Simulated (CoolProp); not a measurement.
Vapour-liquid equilibrium of dimethyl carbonate (1) + n-nonane (2) at 104.85 °C; x and y are mole fractions of (1).

The numbers come from the multi-fluid Helmholtz-energy mixture model, Zhou 2011 and Lemmon 2006; pair parameters Bell 2016 in CoolProp.

| x | bubble pressure (kPa) | y at the bubble point | dew pressure at overall composition x (kPa) | liquid density (mol/L) |
|---|---|---|---|---|
| 0.05 | 44.47 | 0.458 | 26.29 | 5.199 |
| 0.15 | 77.90 | 0.715 | 29.23 | 5.493 |
| 0.25 | 102.6 | 0.800 | 32.91 | 5.819 |
| 0.35 | 119.3 | 0.840 | 37.62 | 6.186 |
| 0.45 | 130.0 | 0.862 | 43.89 | 6.603 |
| 0.55 | 136.9 | 0.877 | 52.62 | 7.082 |
| 0.65 | 141.9 | 0.890 | 65.61 | 7.640 |
| 0.75 | 146.5 | 0.904 | 86.73 | 8.297 |
| 0.85 | 151.5 | 0.926 | 124.1 | 9.081 |
| 0.95 | 156.5 | 0.967 | 154.9 | 10.03 |

No azeotrope shows between x = 0.05 and 0.95.

Pair parameters are fitted to limited data, so mixtures are less certain than the pure fluids. With so large a gap from Raoult's law the liquid may split in two, which this calculation doesn't test in full.
